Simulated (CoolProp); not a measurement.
Vapour pressure (MPa) of oxygen: the reference equation beside estimates from Tc = 154.6 K, pc = 5.046 MPa, ω = 0.022.

Values from CoolProp's reference Helmholtz-energy equation of state, Schmidt 1985.

```
T (K)  reference  Lee-Kesler  Redlich-Kwong  Peng-Robinson
-----  ---------  ----------  -------------  -------------
74.1     0.01262     0.01238       0.006218        0.01308
76.5     0.01830     0.01795       0.009854        0.01887
78.9     0.02589     0.02541        0.01507        0.02659
81.3     0.03582     0.03520        0.02234        0.03665
83.7     0.04857     0.04780        0.03217        0.04953
86.1     0.06465     0.06374        0.04517        0.06574
88.5     0.08463     0.08359        0.06197        0.08584
90.9      0.1091      0.1080        0.08327         0.1104
93.3      0.1387      0.1375         0.1098         0.1401
95.7      0.1740      0.1729         0.1423         0.1756
98.1      0.2159      0.2148         0.1817         0.2175
100.5     0.2648      0.2639         0.2287         0.2666
102.9     0.3217      0.3210         0.2841         0.3236
105.3     0.3872      0.3867         0.3488         0.3892
```

Absolute difference from the reference over all 14 rows, mean and median: Lee-Kesler 1.1 and 1.1 %, Redlich-Kwong 27.2 and 25.2 %, Peng-Robinson 1.6 and 1.3 %.
